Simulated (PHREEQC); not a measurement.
Consider water at 20 °C with 0.0038 mol/kgw LiOH. Closed to the air; pH follows from the charge balance.

Model: ion-association model, phreeqc.dat, run in PHREEQC.

Precipitation was switched off in this run.

### Question
Predict the pH, specific conductance.

### Answer
pH 11.71; specific conductance 763 µS/cm.

Complexes and solids missing from the database can't appear.
